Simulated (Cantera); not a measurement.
Input (Python, Cantera) and output of one run.

```python
import numpy as np
import cantera as ct

gas_names = [...]  # 109 gases of nasa_gas.yaml made of C, Cl, H, Si
cond_names = """
    C(gr) C6H6(L) C7H8(L) C8H18(L),n-octa Si(cr) Si(L) SiC(b)
""".split()


# ... load() reads the species with a 1 bar reference pressure and builds the phases ...
atoms = {
    'SiCl4': {'Si': 1, 'CL': 4},
    'C2H2': {'C': 2, 'H': 2},
    'H2': {'H': 2},
}
top_T = {'C(gr)': 4500, 'SiC(b)': 3050}  # K; cautious upper limits of use, not melting points


# ... equilibrate(T, P, feed) seeds the gas with the atoms and calls Mixture.equilibrate('TP', solver="vcs", rtol=1e-11, max_steps=5000) ...
results = []
feed = {'SiCl4': 1, 'C2H2': 0.0063, 'H2': 51}  # mol
T = 1148.15  # K
for P in [100, 270, 720, 1900, 5200, 14000, 37000, 100000]:
    mix = equilibrate(T, P, feed)
    results.append((T, P, feed, dict(zip(mix.species_names, mix.species_moles))))
    x = sorted(zip(gas.X, gas.species_names), reverse=True)
    print(f"T = {T:g} K  P = {P:g} Pa  gas = {mix.phase_moles(0):.4g} mol")
    print("   x: " + "  ".join(f"{s} {v:.3e}" for v, s in x if v > 1e-05))
    print("   condensed (mol): " + ("  ".join(f"{mix.phase(i).name} {mix.phase_moles(i):.4g}"
          for i in range(1, mix.n_phases) if mix.phase_moles(i) > 1e-12) or "none"))
```

Output:

```
T = 1148.15 K  P = 100 Pa  gas = 52.94 mol
   x: H2 9.355e-01  HCL 5.572e-02  SiCL2 7.282e-03  SiCL3 6.576e-04  SiCL4 6.552e-04  SiHCL3 2.209e-04
   condensed (mol): Si(cr) 0.5202  SiC(b) 0.0126
T = 1148.15 K  P = 270 Pa  gas = 52.88 mol
   x: H2 9.379e-01  HCL 5.271e-02  SiCL2 6.501e-03  SiCL4 1.410e-03  SiCL3 9.115e-04  SiHCL3 5.037e-04  SiH2CL2 2.255e-05
   condensed (mol): Si(cr) 0.4931  SiC(b) 0.0126
T = 1148.15 K  P = 720 Pa  gas = 52.78 mol
   x: H2 9.417e-01  HCL 4.811e-02  SiCL2 5.394e-03  SiCL4 2.588e-03  SiCL3 1.125e-03  SiHCL3 1.017e-03  SiH2CL2 5.009e-05
   condensed (mol): Si(cr) 0.4503  SiC(b) 0.01259
T = 1148.15 K  P = 1900 Pa  gas = 52.66 mol
   x: H2 9.464e-01  HCL 4.226e-02  SiCL2 4.140e-03  SiCL4 4.024e-03  SiHCL3 1.810e-03  SiCL3 1.229e-03  SiH2CL2 1.020e-04
   condensed (mol): Si(cr) 0.392  SiC(b) 0.01257
T = 1148.15 K  P = 5200 Pa  gas = 52.52 mol
   x: H2 9.517e-01  HCL 3.558e-02  SiCL4 5.476e-03  SiHCL3 2.941e-03  SiCL2 2.919e-03  SiCL3 1.204e-03  SiH2CL2 1.979e-04
   condensed (mol): Si(cr) 0.3183  SiC(b) 0.01253
T = 1148.15 K  P = 14000 Pa  gas = 52.39 mol
   x: H2 9.565e-01  HCL 2.916e-02  SiCL4 6.582e-03  SiHCL3 4.335e-03  SiCL2 1.951e-03  SiCL3 1.079e-03  SiH2CL2 3.578e-04
   condensed (mol): Si(cr) 0.2378  SiC(b) 0.01241
T = 1148.15 K  P = 37000 Pa  gas = 52.26 mol
   x: H2 9.606e-01  HCL 2.344e-02  SiCL4 7.208e-03  SiHCL3 5.930e-03  SiCL2 1.256e-03  SiCL3 9.058e-04  SiH2CL2 6.113e-04  SiH3CL 1.697e-05
   condensed (mol): Si(cr) 0.1555  SiC(b) 0.01209
T = 1148.15 K  P = 100000 Pa  gas = 52.15 mol
   x: H2 9.640e-01  HCL 1.840e-02  SiHCL3 7.724e-03  SiCL4 7.343e-03  SiH2CL2 1.018e-03  SiCL2 7.709e-04  SiCL3 7.163e-04  SiH3CL 3.613e-05  CH4 2.674e-05
   condensed (mol): Si(cr) 0.07059  SiC(b) 0.01121
```

These are equilibrium values from Cantera (NASA tables, ideal gas, pure condensed phases), not measurements of a reactor. Mutual solubility and eutectic melting of coexisting phases are not modelled. The tables' values for SiCl3 are old estimates; treat these amounts as uncertain.
